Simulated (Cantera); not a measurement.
A closed system holds: 1 mol Si, 2.7 mol HCl, 89 mol H₂, at 0.100 bar.

Equilibrium computed with Cantera from the NASA thermochemical tables; the gas is ideal and each condensed phase is pure. Candidate condensed phases: Si; 19 gas species. The tables' values for SiCl₃ are old estimates; treat these amounts as uncertain. Gases not in the tables: Si₂H₆ and higher silanes. Kinetics and transport are ignored.

x: gas mole fraction; n: condensed amount in mol.

| T (K) | x H₂ | x HCl | x SiCl₄ | x SiHCl₃ | x SiCl₂ | x H | x SiCl₃ | n Si(s) |
|---|---|---|---|---|---|---|---|---|
| 475 | 0.992 | 7.00e-7 | 0.00438 | 0.00398 | <1e-12 | <1e-12 | 1.40e-10 | 0.229 |
| 575 | 0.992 | 1.71e-5 | 0.00446 | 0.00384 | 1.13e-10 | <1e-12 | 1.52e-8 | 0.231 |
| 675 | 0.991 | 0.000160 | 0.00453 | 0.00368 | 1.66e-8 | <1e-12 | 4.06e-7 | 0.236 |
| 775 | 0.991 | ___ | 0.00450 | 0.00348 | ___ | ___ | 4.55e-6 | 0.255 |
| 875 | 0.990 | 0.00287 | 0.00419 | 0.00316 | 1.06e-5 | 1.58e-10 | 2.78e-5 | 0.307 |
| 975 | 0.986 | ___ | ___ | ___ | ___ | ___ | 0.000103 | ___ |
| 1075 | 0.981 | 0.0145 | 0.00202 | 0.00170 | 0.000419 | 4.60e-8 | 0.000231 | 0.585 |
| 1175 | 0.976 | 0.0214 | 0.000676 | 0.000725 | 0.00107 | 3.83e-7 | 0.000273 | 0.739 |
| 1275 | 0.973 | 0.0245 | 0.000124 | 0.000198 | 0.00160 | 2.30e-6 | 0.000175 | 0.803 |
| 1375 | 0.973 | 0.0252 | 2.02e-5 | 4.99e-5 | 0.00187 | 1.07e-5 | 9.09e-5 | 0.811 |
| 1475 | 0.973 | 0.0251 | 3.89e-6 | 1.42e-5 | 0.00204 | 4.05e-5 | 4.83e-5 | 0.805 |
| 1575 | 0.973 | 0.0250 | 9.05e-7 | 4.70e-6 | 0.00217 | 0.000130 | 2.74e-5 | 0.796 |
| 1675 | 0.973 | 0.0248 | 2.50e-7 | 1.77e-6 | 0.00228 | 0.000362 | 1.66e-5 | 0.787 |

Q: Fill in the missing entries.

A: 
- 975, x HCl: 0.00738
- 975, x SiCl₄: 0.00339
- 975, x SiHCl₃: 0.00259
- 975, x SiCl₂: 8.90e-5
- 975, x H: 3.59e-9
- 975, n Si(s): 0.418
- 775, x HCl: 0.000828
- 775, x SiCl₂: 6.54e-7
- 775, x H: 3.12e-12
